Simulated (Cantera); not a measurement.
A perfectly stirred reactor is fed with H2 : O2 : N2 = 1 : 0.943 : 3.55 (molar parts), equivalence ratio 0.53, at 0.960 bar; it is adiabatic with a 800 K inlet, and is followed from long to short residence time, starting on the burning branch (τ in s: 0.22, 0.092, 0.039, 0.016, 0.0069, 0.0029, 0.0012, 0.00051, 0.00022, 9.1e-05, 3.9e-05, 1.6e-05, 6.9e-06).

Model: the H2/O2 subset of GRI-Mech 3.0, which has no nitrogen chemistry, integrated in Cantera.

Question: Predict: blow-out, bracketed by the residence times tried; x(H2) at τ = 0.220 s; x(O2) at τ = 0.220 s; x(H) at τ = 0.220 s; x(OH) at τ = 0.220 s; x(H2O) at τ = 0.220 s; x(H2) at τ = 1.20 ms; x(O2) at τ = 1.20 ms; x(H) at τ = 1.20 ms; x(OH) at τ = 1.20 ms; x(H2O) at τ = 1.20 ms.

Answer: 
| Property | Result |
|---|---|
| blow-out, bracketed by the residence times tried | burning at 16.0 µs, out at 6.90 µs |
| x(H2) at τ = 0.220 s | 0.000486 |
| x(O2) at τ = 0.220 s | 0.0876 |
| x(H) at τ = 0.220 s | 8.27e-5 |
| x(OH) at τ = 0.220 s | 0.00409 |
| x(H2O) at τ = 0.220 s | 0.197 |
| x(H2) at τ = 1.20 ms | 0.00452 |
| x(O2) at τ = 1.20 ms | 0.0859 |
| x(H) at τ = 1.20 ms | 0.00242 |
| x(OH) at τ = 1.20 ms | 0.0107 |
| x(H2O) at τ = 1.20 ms | 0.187 |
